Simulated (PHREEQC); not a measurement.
Dissolve 0.76 mol/kgw HF, 0.36 mol/kgw NaCl and 0.41 mol/kgw KCl at 25 °C. Closed to the air; pH follows from the charge balance.

The numbers come from PHREEQC with the ion-association model, phreeqc.dat.

Q: The ionic strength comes out as 0.832 mol/kgw. What activity coefficients do Cl-, Na+, K+, F-, H+ get?

A: Cl- 0.62, Na+ 0.72, K+ 0.61, F- 0.59, H+ 0.75.

No solid was allowed to form. The ionic strength is past about 0.7 mol/kgw, beyond the range of this activity model, so the values are rough.
